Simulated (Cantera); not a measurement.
What does this Cantera script print?

```python
import numpy as np
import cantera as ct

gas_names = [...]  # 116 gases of nasa_gas.yaml made of C, H, Mg, O
cond_names = """
    C(gr) C6H6(L) C7H8(L) C8H18(L),n-octa H2O(s) H2O(L) Mg(cr) Mg(L) MgCO3(s) MgO(s) MgO(L) MgO2H2(s)
""".split()


# ... load() reads the species with a 1 bar reference pressure and builds the phases ...
atoms = {
    'MgO': {'Mg': 1, 'O': 1},
    'C': {'C': 1},
    'CO': {'C': 1, 'O': 1},
    'CH4': {'C': 1, 'H': 4},
}
top_T = {'C(gr)': 4500}  # K; cautious upper limits of use, not melting points


# ... equilibrate(T, P, feed) seeds the gas with the atoms and calls Mixture.equilibrate('TP', solver="vcs", rtol=1e-11, max_steps=5000) ...
results = []
feed = {'MgO': 1, 'C': 5.3, 'CO': 0.16, 'CH4': 0.67}  # mol
P = 220  # Pa
for T in [1375, 1475, 1575, 1675, 1775, 1875, 1975, 2075]:
    mix = equilibrate(T, P, feed)
    results.append((T, P, feed, dict(zip(mix.species_names, mix.species_moles))))

top = {s: max(r[3][s] / sum(r[3][g] for g in gas_names) for r in results) for s in gas_names}
cols = sorted((s for s in top if top[s] > 0.0001), key=lambda s: -top[s])[:7]
seen = [c for c in cond_names if any(r[3].get(c, 0) > 1e-12 for r in results)]
print("log10 of partial pressures in bar; condensed amounts in mol")
print(f"{'T/K':>10s}" + "".join(f"{s[:9]:>10s}" for s in cols + seen))
for T, P, feed, n in results:
    ng = sum(n[g] for g in gas_names)
    print(f"{T:10.4g}" + "".join(f"{np.log10(max(n[s] / ng * P / 1e5, 1e-99)):10.3f}" for s in cols)
          + "".join(f"{n.get(c, 0):10.4g}" for c in seen))
```

It prints:

```
log10 of partial pressures in bar; condensed amounts in mol
       T/K        H2        CO        Mg         H C2H2,acet       MgH     C(gr)    MgO(s)
      1375    -2.717    -3.595    -4.603    -6.823    -8.467    -8.011     5.953    0.9826
      1475    -2.926    -3.238    -3.361    -6.350    -8.102    -6.821     5.477    0.5072
      1575    -3.075    -3.137    -3.202    -5.919    -7.751    -6.691      4.97         0
      1675    -3.076    -3.137    -3.202    -5.473    -7.312    -6.652      4.97         0
      1775    -3.078    -3.138    -3.203    -5.077    -6.924    -6.618      4.97         0
      1875    -3.082    -3.139    -3.204    -4.724    -6.581    -6.589     4.969         0
      1975    -3.089    -3.141    -3.206    -4.408    -6.277    -6.566     4.968         0
      2075    -3.103    -3.145    -3.209    -4.126    -6.009    -6.550     4.967         0
```

Cantera equilibrium calculation (NASA polynomials, part measured and part estimated; ideal gas, pure solids and liquids). The tables' values for MgH are old estimates; treat these amounts as uncertain.
